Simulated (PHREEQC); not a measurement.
Make-up at 25 °C: 0.099 mol H2SO4 and 2.8e-07 mol H4SiO4 per kg of water. Closed to the air; pH follows from the charge balance.

Model: ion-association model, phreeqc.dat, run in PHREEQC.

**Question.** The ionic strength comes out as 0.138 mol/kgw. What activity coefficients do H+, SO4-2, HSO4- get?

**Answer.** H+ 0.81, SO4-2 0.33, HSO4- 0.76.

Precipitation was switched off in this run.
